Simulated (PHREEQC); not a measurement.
Make-up at 25 °C: 0.12 mol NaH2PO4, 0.066 mol NaF and 0.00012 mol NaCl per kg of water. Closed to the air; pH follows from the charge balance.

Equilibrium calculation in PHREEQC: ion-association model, wateq4f.dat.

```json
{
  "pH": "4.83",
  "ionic_strength": "0.184 mol/kgw",
  "activity_of_water": "0.994"
}
```

| species | molality | activity | log γ |
|---|---|---|---|
| Na+ | 0.183 | 0.137 | -0.126 |
| H2PO4- | 0.118 | 0.0890 | -0.124 |
| F- | 0.0613 | 0.0438 | -0.146 |
| NaF | 0.00330 | 0.00344 | 0.018 |
| HPO4-2 | 0.00123 | 0.000376 | -0.513 |
| HF | 0.000925 | 0.000965 | 0.018 |
| HF2- | 0.000227 | 0.000162 | -0.146 |
| H3PO4 | 0.000185 | 0.000193 | 0.018 |
| NaHPO4- | 0.000133 | 0.000100 | -0.124 |

No solid was allowed to form. Complexes and solids missing from the database can't appear. H3PO4, which wateq4f.dat lacks, is added to it with the constant of phreeqc.dat.
